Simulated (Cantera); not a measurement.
Source: NASA polynomial tables (part measured, part estimated), evaluated in Cantera. Values are per mole of reaction as written; species without (g) are pure solids or liquids, kept so even where they would boil at 1 bar.

2 V₂O₅ + H₂(g) ⇌ 2 OH(g) + 4 VO₂(g), with ΔH° = 2249.3 kJ and ΔS° = 1036.4 J/K at 300 K.

How far is the shortcut ΔG° ≈ ΔH°(300 K) − T·ΔS°(300 K) from the full temperature-dependent value at 1150, 1300, 1450, 1600, 1750, 1900, 2050 K?


| T (K) | shortcut (kJ) | full (kJ) | difference (kJ) | difference in log10 K | condensed phases |
|---|---|---|---|---|---|
| 1150 | 1057.4 | 1146.8 | -89.3 | 4.06 | V₂O₅(l) |
| 1300 | 902.0 | 1032.4 | -130.4 | 5.24 | V₂O₅(l) |
| 1450 | 746.5 | 920.1 | -173.6 | 6.25 | V₂O₅(l) |
| 1600 | 591.0 | 809.7 | -218.7 | 7.14 | V₂O₅(l) |
| 1750 | 435.6 | 701.0 | -265.4 | 7.92 | V₂O₅(l) |
| 1900 | 280.1 | 593.8 | -313.7 | 8.62 | V₂O₅(l) |
| 2050 | 124.7 | 488.0 | -363.3 | 9.26 | V₂O₅(l) |
The shortcut ignores heat capacities and the phase changes listed.
